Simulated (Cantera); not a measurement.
Feed: 1 mol FeS, 0.06 mol SO₃, 1.9 mol CO₂, 0.41 mol O₂, at 13.3 mbar.

Cantera equilibrium calculation (NASA polynomials, part measured and part estimated; ideal gas, pure solids and liquids). Candidate condensed phases: C, Fe, Fe(CO)₅, FeO, FeS, FeSO₄, FeS₂, Fe₂O₃, Fe₂(SO₄)₃, Fe₃O₄, S; 25 gas species. Metal and sulfide melt together well below either melting point, which pure phases cannot show. Mutual solubility and eutectic melting of coexisting phases are not modelled. The tables' stoichiometric FeO is somewhat more stable than real wüstite, so its field is too wide. FeO, FeS: taken at fixed stoichiometry. Gases not in the tables: S₃ to S₇. Equilibrium is a limit: real reactors are often held back by kinetics, nucleation or transport.

log p: log10 of the partial pressure in bar; n: condensed amount in mol.

```json
[
 {"T (K)": "700", "log p CO₂": "-1.91", "log p CO": "-6.74", "log p SO₂": "-3.04", "log p S₂": "-5.54", "log p SO": "-9.81", "n FeS₂(s)": "0.460", "n Fe₃O₄(s)": "0.180", "n FeS(s)": "(withheld)", "n FeO(s)": "0", "n FeO(l)": "0"},
 {"T (K)": "800", "log p CO₂": "-1.94", "log p CO": "-5.67", "log p SO₂": "-2.72", "log p S₂": "-4.29", "log p SO": "-8.20", "n FeS₂(s)": "0", "n Fe₃O₄(s)": "0.0916", "n FeS(s)": "0.725", "n FeO(s)": "0", "n FeO(l)": "0"},
 {"T (K)": "900", "log p CO₂": "-1.94", "log p CO": "-4.86", "log p SO₂": "-2.73", "log p S₂": "-4.02", "log p SO": "-7.26", "n FeS₂(s)": "0", "n Fe₃O₄(s)": "0.0948", "n FeS(s)": "0.716", "n FeO(s)": "0", "n FeO(l)": "0"},
 {"T (K)": "1000", "log p CO₂": "-1.95", "log p CO": "-4.21", "log p SO₂": "-2.74", "log p S₂": "-3.80", "log p SO": "-6.50", "n FeS₂(s)": "0", "n Fe₃O₄(s)": "0.1000", "n FeS(s)": "0.700", "n FeO(s)": "0", "n FeO(l)": "0"},
 {"T (K)": "1100", "log p CO₂": "-1.96", "log p CO": "-3.68", "log p SO₂": "-2.75", "log p S₂": "-3.62", "log p SO": "-5.88", "n FeS₂(s)": "0", "n Fe₃O₄(s)": "0.108", "n FeS(s)": "0.676", "n FeO(s)": "0", "n FeO(l)": "0"},
 {"T (K)": "1200", "log p CO₂": "-1.97", "log p CO": "-3.26", "log p SO₂": "-2.75", "log p S₂": "-3.46", "log p SO": "-5.36", "n FeS₂(s)": "0", "n Fe₃O₄(s)": "0.121", "n FeS(s)": "0.636", "n FeO(s)": "0", "n FeO(l)": "0"},
 {"T (K)": "1300", "log p CO₂": "-2.02", "log p CO": "-2.91", "log p SO₂": "-2.72", "log p S₂": "-3.15", "log p SO": "-4.86", "n FeS₂(s)": "0", "n Fe₃O₄(s)": "0", "n FeS(s)": "(withheld)", "n FeO(s)": "0.537", "n FeO(l)": "0"},
 {"T (K)": "1400", "log p CO₂": "-2.10", "log p CO": "-2.63", "log p SO₂": "-2.74", "log p S₂": "-2.91", "log p SO": "-4.46", "n FeS₂(s)": "0", "n Fe₃O₄(s)": "0", "n FeS(s)": "(withheld)", "n FeO(s)": "0.751", "n FeO(l)": "0"},
 {"T (K)": "1500", "log p CO₂": "-2.21", "log p CO": "-2.45", "log p SO₂": "-2.76", "log p S₂": "-2.75", "log p SO": "-4.13", "n FeS₂(s)": "0", "n Fe₃O₄(s)": "0", "n FeS(s)": "0", "n FeO(s)": "1.000", "n FeO(l)": "0"},
 {"T (K)": "1600", "log p CO₂": "-2.29", "log p CO": "-2.36", "log p SO₂": "-2.68", "log p S₂": "-2.82", "log p SO": "-3.84", "n FeS₂(s)": "0", "n Fe₃O₄(s)": "0", "n FeS(s)": "0", "n FeO(s)": "1.000", "n FeO(l)": "0"},
 {"T (K)": "1700", "log p CO₂": "-2.37", "log p CO": "-2.30", "log p SO₂": "-2.62", "log p S₂": "-2.90", "log p SO": "-3.60", "n FeS₂(s)": "0", "n Fe₃O₄(s)": "0", "n FeS(s)": "0", "n FeO(s)": "0", "n FeO(l)": "1.000"},
 {"T (K)": "1800", "log p CO₂": "-2.45", "log p CO": "-2.25", "log p SO₂": "-2.58", "log p S₂": "-2.99", "log p SO": "-3.40", "n FeS₂(s)": "0", "n Fe₃O₄(s)": "0", "n FeS(s)": "0", "n FeO(s)": "0", "n FeO(l)": "0.999"},
 {"T (K)": "1900", "log p CO₂": "-2.53", "log p CO": "-2.21", "log p SO₂": "-2.56", "log p S₂": "-3.09", "log p SO": "-3.23", "n FeS₂(s)": "0", "n Fe₃O₄(s)": "0", "n FeS(s)": "0", "n FeO(s)": "0", "n FeO(l)": "0.995"}
]
```

Question: Some entries are withheld; supply them.

Answer: 
- 700, n FeS(s): 0
- 1300, n FeS(s): 0.463
- 1400, n FeS(s): 0.249
